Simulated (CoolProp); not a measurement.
Properties of benzene along the isotherm 346.85 °C (Tc = 288.9 °C, pc = 4906 kPa, ω = 0.211).

Model: reference Helmholtz-energy equation of state, Thol 2012, in CoolProp.

```json
[
 {"p (kPa)": "460", "phase": "gas", "Z": "0.9767", "cp (kJ/(kg K))": "2.114", "isothermal compressibility (1/MPa)": "2.226", "Prandtl number": "0.756"},
 {"p (kPa)": "920", "phase": "gas", "Z": "0.9529", "cp (kJ/(kg K))": "2.134", "isothermal compressibility (1/MPa)": "1.142", "Prandtl number": "0.759"},
 {"p (kPa)": "1380", "phase": "gas", "Z": "0.9284", "cp (kJ/(kg K))": "2.158", "isothermal compressibility (1/MPa)": "0.7828", "Prandtl number": "0.762"},
 {"p (kPa)": "1840", "phase": "gas", "Z": "0.9032", "cp (kJ/(kg K))": "2.185", "isothermal compressibility (1/MPa)": "0.6051", "Prandtl number": "0.766"},
 {"p (kPa)": "2300", "phase": "gas", "Z": "0.8771", "cp (kJ/(kg K))": "2.216", "isothermal compressibility (1/MPa)": "0.5004", "Prandtl number": "0.770"},
 {"p (kPa)": "2760", "phase": "gas", "Z": "0.8502", "cp (kJ/(kg K))": "2.253", "isothermal compressibility (1/MPa)": "0.4326", "Prandtl number": "0.776"},
 {"p (kPa)": "3220", "phase": "gas", "Z": "0.8221", "cp (kJ/(kg K))": "2.297", "isothermal compressibility (1/MPa)": "0.3862", "Prandtl number": "0.785"},
 {"p (kPa)": "3680", "phase": "gas", "Z": "0.7929", "cp (kJ/(kg K))": "2.351", "isothermal compressibility (1/MPa)": "0.3536", "Prandtl number": "0.799"},
 {"p (kPa)": "4140", "phase": "gas", "Z": "0.7624", "cp (kJ/(kg K))": "2.416", "isothermal compressibility (1/MPa)": "0.3306", "Prandtl number": "0.818"},
 {"p (kPa)": "4600", "phase": "gas", "Z": "0.7304", "cp (kJ/(kg K))": "2.497", "isothermal compressibility (1/MPa)": "0.3149", "Prandtl number": "0.846"},
 {"p (kPa)": "5060", "phase": "supercritical", "Z": "0.6968", "cp (kJ/(kg K))": "2.598", "isothermal compressibility (1/MPa)": "0.3049", "Prandtl number": "0.885"},
 {"p (kPa)": "5520", "phase": "supercritical", "Z": "0.6616", "cp (kJ/(kg K))": "2.727", "isothermal compressibility (1/MPa)": "0.2996", "Prandtl number": "0.938"},
 {"p (kPa)": "5980", "phase": "supercritical", "Z": "0.6248", "cp (kJ/(kg K))": "2.890", "isothermal compressibility (1/MPa)": "0.2980", "Prandtl number": "1.01"},
 {"p (kPa)": "6440", "phase": "supercritical", "Z": "0.5866", "cp (kJ/(kg K))": "3.097", "isothermal compressibility (1/MPa)": "0.2990", "Prandtl number": "1.11"},
 {"p (kPa)": "6900", "phase": "supercritical", "Z": "0.5475", "cp (kJ/(kg K))": "3.348", "isothermal compressibility (1/MPa)": "0.3003", "Prandtl number": "1.25"},
 {"p (kPa)": "7360", "phase": "supercritical", "Z": "0.5088", "cp (kJ/(kg K))": "3.630", "isothermal compressibility (1/MPa)": "0.2977", "Prandtl number": "1.43"}
]
```

Viscosity comes from a separate model (Avgeri 2014). Thermal conductivity comes from a separate model (Assael 2012).
